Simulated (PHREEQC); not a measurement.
Consider water at 25 °C with 0.0024 mol/kgw HF and 0.095 mol/kgw NH4HF2. Closed to the air; pH follows from the charge balance.

All values are PHREEQC results (ion-association model, phreeqc.dat), not measurements.

Each row changes one thing in this solution. This is a speciation only: nothing precipitates in the calculation.

| case | pH | ionic strength (mol/kgw) | HF (mol/kgw) | F- (mol/kgw) | HF2- (mol/kgw) | NH3 (mol/kgw) |
|---|---|---|---|---|---|---|
| as made | 3.05 | 0.0961 | 0.0749 | 0.0747 | 0.0214 | 4.43e-8 |
| HF from 0.0024 to 0.00024 mol/kgw | 3.06 | 0.0960 | 0.0732 | 0.0750 | 0.0210 | 4.56e-8 |
| 0.0051 mol/kgw H3BO3 added | 3.11 | 0.0959 | 0.0634 | 0.0731 | 0.0177 | 5.12e-8 |
| diluted 100-fold with water | 3.48 | 0.00130 | 0.000623 | 0.00129 | 3.10e-6 | 1.55e-9 |
| HF left out | 3.06 | 0.0960 | 0.0730 | 0.0751 | 0.0210 | 4.57e-8 |
| NH4HF2 replaced by NH4HSO4 at the same molality | 1.44 | 0.163 | 0.00234 | 6.17e-5 | 5.50e-7 | 8.93e-10 |
| NH4HF2 from 0.095 to 0.019 mol/kgw | 3.10 | 0.0199 | 0.0191 | 0.0185 | 0.00136 | 1.17e-8 |
| temperature from 25 to 75 °C | 3.46 | 0.0954 | 0.0739 | 0.0723 | 0.0231 | 2.21e-6 |
| diluted 5-fold with water | 3.14 | 0.0198 | 0.0174 | 0.0186 | 0.00124 | 1.28e-8 |

Constants without temperature data keep their 25 °C values here. Real BF4- forms and hydrolyses slowly; the run takes it at equilibrium.
